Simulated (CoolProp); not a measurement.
n-undecane at 321.96 K and 2.39 MPa is throttled through a valve to 0.912 MPa with no heat exchange. Each further row changes one setting.

Values from CoolProp's reference Helmholtz-energy equation of state, Aleksandrov 2011. It is a short technical equation, of lower accuracy than the large ones.

| case | temperature change (K) | final density (kg/m³) |
|---|---|---|
| as stated | +0.6 | 719 |
| outlet pressure 0.274 MPa | +0.8 | 718 |
| outlet pressure 1.19 MPa | +0.5 | 719 |
